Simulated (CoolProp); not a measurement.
Vapour-liquid equilibrium of R22 (1) + methanol (2) at 26.7 kPa; x and y are mole fractions of (1).

Computed with CoolProp (multi-fluid Helmholtz-energy mixture model, Kamei 1995 and de Reuck 1993; pair parameters Bell 2016).

Task: Give the bubble temperature and the first vapour's composition at x = 0.05, 0.15, 0.55. Is there an azeotrope?

Result: x = 0.05: 257.2 K, y = 0.950; x = 0.15: 233.6 K, y = 0.993; x = 0.55: 214.5 K, y = 0.999. No azeotrope shows between x = 0.05 and 0.95.

Pair parameters are fitted to limited data, so mixtures are less certain than the pure fluids. With so large a gap from Raoult's law the liquid may split in two, which this calculation doesn't test in full.
